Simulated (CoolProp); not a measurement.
Water along the isotherm 534.7 K: Z from the reference equation and from simpler models built on Tc = 647.1 K, pc = 22.06 MPa, ω = 0.344; each cubic takes its own stable root.

Values from CoolProp's reference Helmholtz-energy equation of state, Wagner 2002.

```
p (MPa)   phase  reference
-------  ------  ---------
10       liquid    0.05144
20       liquid     0.1014
30       liquid     0.1501
40       liquid     0.1978
50       liquid     0.2446
60       liquid     0.2906
70       liquid     0.3360
80       liquid     0.3807
90       liquid     0.4249
100      liquid     0.4685
```

How far does each simpler model (Redlich-Kwong, Soave-Redlich-Kwong, Peng-Robinson) lie from the reference over these 10 states: mean and median of the absolute difference, and the worst?


- Redlich-Kwong: mean 46.5 %, median 45.9 %, worst +51.3 % at 534.7 K and 10 MPa
- Soave-Redlich-Kwong: mean 40.4 %, median 40.2 %, worst +41.5 % at 534.7 K and 10 MPa
- Peng-Robinson: mean 24.5 %, median 24.4 %, worst +24.8 % at 534.7 K and 10 MPa
